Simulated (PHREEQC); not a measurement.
A solution holds 0.29 mol NaCl, 0.032 mol Na2CO3 and 5e-05 mol MgSO4 per kg of water, at 25 °C. Closed to the air; pH follows from the charge balance.

Computed with PHREEQC (ion-association model, phreeqc.dat).

Precipitation was switched off in this run.

### Question
Order these C species by the share of C that they hold, largest first: NaHCO3, NaCO3-, HCO3-, CO3-2.

### Answer
NaCO3- (59 %), CO3-2 (37 %), HCO3- (3.5 %), NaHCO3 (0.32 %)

The pH is 10.91 and the ionic strength 0.347 mol/kgw. Species that the database lacks are ignored.
